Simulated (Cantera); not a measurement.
## Ignition delay

Mixture: CO : H₂ : CH₄ : O₂ : N₂ : H₂O = 1 : 0.35 : 0.38 : 1.59 : 6.54 : 2.8 (molar parts), at 225 Torr, adiabatic and at constant volume. Ignition delay is the time to a rise of 400 K.

Computed with Cantera and GRI-Mech 3.0 (53 species, 325 reactions). Below about 1000 K GRI-Mech 3.0 lacks low-temperature oxidation paths. Below about 950 K walls govern HO2 and H2O2 in real vessels.

| T0 (K) | delay (ms) |
|---|---|
| 875 | 495 |
| 925 | 85.6 |
| 975 | 31.0 |
| 1025 | 15.3 |
| 1075 | 8.66 |
| 1125 | 5.27 |

The apparent activation energy between 1025 and 1125 K is 100 kJ/mol.
